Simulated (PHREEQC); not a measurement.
A column of 1 m (30 cells, dispersivity 0.08 m, 3600 s a shift, diffusion coefficient 3e-10 m²/s) holds 0.0057 eq of the database's cation exchanger X per kg of pore water, first in equilibrium with 0.00056 mol KBr, 0.079 mol (NH4)2SO4 and 1e-05 mol HCl per kg of water. It is flushed with 4.8 mmol/kgw LiCl, 0.86 mmol/kgw Na2SO4 and 0.01 mmol/kgw HCl, at 40 °C. Values are for the last cell. The system is closed to CO2. Precipitation was switched off in this run.

Computed with PHREEQC (ion-association model, phreeqc.dat).

```
pore volumes  Li in solution (mol/kgw)  Na in solution (mol/kgw)  Br in solution (mol/kgw)  Cl in solution (mol/kgw)  NH4 in solution (mol/kgw)  KX on the exchanger (mol/kgw)
------------  ------------------------  ------------------------  ------------------------  ------------------------  -------------------------  -----------------------------
0                                    0                         0                  0.000560                   1.00e-5                      0.158                        2.55e-5
0.15                          2.35e-12                  7.96e-13                  0.000560                   1.00e-5                      0.158                        2.55e-5
0.2833                         1.78e-6                   6.26e-7                  0.000560                   1.20e-5                      0.158                        2.55e-5
0.55                          0.000372                  0.000132                  0.000513                  0.000412                      0.145                        2.55e-5
0.6833                        0.000940                  0.000333                  0.000441                   0.00103                      0.125                        2.54e-5
0.8167                         0.00163                  0.000575                  0.000353                   0.00178                     0.0999                        2.53e-5
1.083                          0.00277                  0.000973                  0.000193                   0.00315                     0.0551                        2.48e-5
1.217                          0.00311                   0.00109                  0.000136                   0.00365                     0.0390                        2.46e-5
1.35                           0.00330                   0.00115                   9.30e-5                   0.00401                     0.0272                        2.42e-5
1.483                          0.00338                   0.00117                   6.27e-5                   0.00427                     0.0189                        2.38e-5
1.617                          0.00338                   0.00116                   4.17e-5                   0.00445                     0.0132                        2.33e-5
1.883                          0.00332                   0.00113                   1.79e-5                   0.00466                    0.00691                        2.21e-5
2.017                          0.00330                   0.00112                   1.16e-5                   0.00471                    0.00524                        2.14e-5
2.15                           0.00330                   0.00112                   7.51e-6                   0.00475                    0.00413                        2.06e-5
2.417                          0.00339                   0.00115                   3.10e-6                   0.00478                    0.00281                        1.91e-5
2.55                           0.00347                   0.00117                   1.98e-6                   0.00479                    0.00241                        1.84e-5
2.683                          0.00355                   0.00120                   1.27e-6                   0.00480                    0.00211                        1.76e-5
2.817                          0.00363                   0.00124                   8.09e-7                   0.00480                    0.00186                        1.69e-5
2.95                           0.00372                   0.00127                   5.16e-7                   0.00481                    0.00167                        1.62e-5
3.217                          0.00388                   0.00133                   2.09e-7                   0.00481                    0.00136                        1.49e-5
3.35                           0.00395                   0.00136                   1.33e-7                   0.00481                    0.00124                        1.43e-5
3.483                          0.00402                   0.00139                   8.43e-8                   0.00481                    0.00113                        1.37e-5
3.75                           0.00414                   0.00144                   3.40e-8                   0.00481                   0.000949                        1.26e-5
3.883                          0.00419                   0.00146                   2.16e-8                   0.00481                   0.000872                        1.20e-5
4.017                          0.00424                   0.00148                   1.37e-8                   0.00481                   0.000804                        1.15e-5
```

Away from 25 °C the constants follow the database's enthalpies or fits; those with neither stay at their 25 °C values.
